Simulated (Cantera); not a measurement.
## Calcination and drying: Na2SO4 + CO2

A closed system holds: 1 mol Na2SO4, 0.027 mol CO2, equilibrated at 1323 K and 13.3 mbar.

These are equilibrium values from Cantera (NASA tables, ideal gas, pure condensed phases), not measurements of a reactor. Candidate condensed phases: C, Na, NaO2, Na2CO3, Na2O, Na2O2, Na2S, Na2SO4, S; 27 gas species. Rates play no part.

```
Item                                       Result
------------------------------------  -----------
x(CO2)                                      0.999
x(Na)                                    0.000299
x(O2)                                    0.000220
x(SO2)                                   0.000150
x(CO)                                    0.000140
x(Na2SO4)                                0.000136
n(Na2SO4(l))                            1.000 mol
gas amount                            0.02702 mol
log10 activity of Na2CO3(l) (absent)        -1.42
log10 activity of Na(l) (absent)            -5.90
log10 activity of S(l) (absent)            -11.62
```
